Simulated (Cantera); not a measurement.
# Ignition delay

Mixture: 41.6 % H2, 12.2 % O2, 46.2 % N2, equivalence ratio 1.7, at 4.40 bar, adiabatic and at constant volume. Ignition delay is the time to a rise of 400 K.

Model: the H2/O2 subset of GRI-Mech 3.0, which has no nitrogen chemistry, integrated in Cantera. The hydrogen kinetics of GRI-Mech 3.0 are dated; newer H2 mechanisms differ, most at raised pressure.

```
T0 (K)  delay (ms)
------  ----------
950           32.6
1000          8.40
1050          2.01
1100         0.329
1150        0.0403
1200        0.0171
1250        0.0106
1300       0.00757
1350       0.00577
```

```json
{
 "apparent activation energy between 1250 and 1350 K": "86 kJ/mol"
}
```
